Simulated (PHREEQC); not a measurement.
Make-up at 20 °C: 170 mmol/kgw TMAH, 0.35 mmol/kgw H3BO3 and 0.89 mmol/kgw K2CO3. Closed to the air; pH follows from the charge balance.

All values are PHREEQC results (ion-association model, wateq4f.dat), not measurements.

Q: The ionic strength comes out as 0.173 mol/kgw. What activity coefficients do K+, CO3-2, H2BO3-, OH- get?

A: K+ 0.72, CO3-2 0.33, H2BO3- 0.70, OH- 0.72.

This is a speciation only: nothing precipitates in the calculation. (CH3)4N+ isn't in the database: it is added as a free cation with an ion size of 4 Å.
